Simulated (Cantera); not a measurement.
A closed system holds: 1 mol C, 69 mol H₂, 4.1 mol N₂, at 500 K and 1330 Pa.

These are equilibrium values from Cantera (NASA tables, ideal gas, pure condensed phases), not measurements of a reactor. Kinetics and transport are ignored.

```tsv
species	before	after
H₂	0.929	0.944
N₂	0.0565	0.0561
CH₄	0.0139	0.000231
NH₃	0.000900	6.29e-7
HCN	<1e-9	1.26e-5
C(graphite), mol	0	0.982
```
Gas species are given as mole fractions.

What was changed between the two runs?
A. temperature from 500 K to 1173.15 K
B. temperature from 500 K to 1973.15 K
C. pressure from 1330 Pa to 330000 Pa
D. temperature from 500 K to 2875 K

A, temperature from 500 K to 1173.15 K
